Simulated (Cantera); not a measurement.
What does this Cantera script print?

```python
import numpy as np
import cantera as ct

gas = ct.Solution("gri30.yaml")
gas.TPX = 375, 47000, {'CH4': 1, 'H2': 1, 'O2': 2.75, 'N2': 10.3}
flame = ct.FreeFlame(gas, width=0.068)
flame.set_refine_criteria(ratio=3, slope=0.08, curve=0.16)
flame.transport_model = "mixture-averaged"
flame.solve(loglevel=0, auto=True)
flame.transport_model = "multicomponent"
flame.soret_enabled = True
flame.solve(loglevel=0, refine_grid=True)
z, T = flame.grid, flame.T
thick = (T[-1] - T[0]) / np.gradient(T, z).max()
show = ['CH4', 'H2', 'O2', 'CH2', 'NO2', 'C2H2']
print(f"laminar burning velocity  {flame.velocity[0] * 100:.3f} cm/s")
print(f"burnt temperature         {T[-1]:.1f} K")
print(f"thermal thickness         {thick * 1e3:.4f} mm")
print(f"grid points               {len(z)}")
z0 = z[flame.heat_release_rate.argmax()]
print(f"{'z/mm':>9s}{'T/K':>9s}{'u/(m/s)':>9s}" + "".join(f"{s:>11s}" for s in show))
rows = []
for k in (-3, -2, -1.5, -1, -0.5, -0.25, 0, 0.25, 0.5, 1, 2, 4, 8):
    zz = z0 + k * thick
    rows.append([k * thick, np.interp(zz, z, T), np.interp(zz, z, flame.velocity),
                 *(np.interp(zz, z, flame.X[gas.species_index(s)]) for s in show)])
    print(f"{rows[-1][0] * 1e3:9.3f}{rows[-1][1]:9.1f}{rows[-1][2]:9.3f}" + "".join(f"{x:11.3e}" for x in rows[-1][3:]))
```

Result:

```
laminar burning velocity  96.804 cm/s
burnt temperature         2210.2 K
thermal thickness         0.6473 mm
grid points               153
     z/mm      T/K  u/(m/s)        CH4         H2         O2        CH2        NO2       C2H2
   -1.942    375.0    0.968  6.648e-02  6.594e-02  1.828e-01 -2.153e-18  2.082e-13  2.536e-12
   -1.295    375.2    0.966  6.658e-02  6.417e-02  1.832e-01  9.073e-17  1.358e-11  8.745e-11
   -0.971    376.5    0.967  6.669e-02  6.105e-02  1.838e-01  1.614e-14  1.421e-10  9.750e-10
   -0.647    395.3    1.007  6.605e-02  5.278e-02  1.850e-01  3.361e-11  3.381e-09  3.145e-08
   -0.324    701.9    1.781  5.393e-02  4.098e-02  1.688e-01  2.439e-07  5.602e-09  1.696e-06
   -0.162   1113.4    2.851  3.398e-02  3.722e-02  1.335e-01  4.463e-06  1.545e-09  7.458e-06
    0.000   1520.5    3.935  9.648e-03  3.087e-02  8.489e-02  2.745e-05  9.884e-10  1.926e-05
    0.162   1696.2    4.405  9.374e-04  2.124e-02  5.355e-02  8.421e-06  4.754e-10  5.095e-06
    0.324   1747.6    4.529  4.906e-05  1.612e-02  4.180e-02  5.769e-07  5.147e-10  2.103e-07
    0.647   1803.0    4.649  1.629e-07  1.439e-02  3.553e-02  2.412e-09  6.697e-10  2.377e-10
    1.295   1874.6    4.808  3.446e-11  1.357e-02  3.218e-02  7.193e-13  9.391e-10  1.919e-14
    2.589   1959.7    4.999  1.734e-16  1.153e-02  2.941e-02  1.129e-16  1.493e-09  2.362e-16
    5.178   2045.8    5.190 -1.953e-17  8.772e-03  2.662e-02  7.375e-18  2.755e-09 -6.701e-17
```

Model: GRI-Mech 3.0 (53 species, 325 reactions), integrated in Cantera. Burning velocities carry a grid error of a few per cent, more on coarse grids.
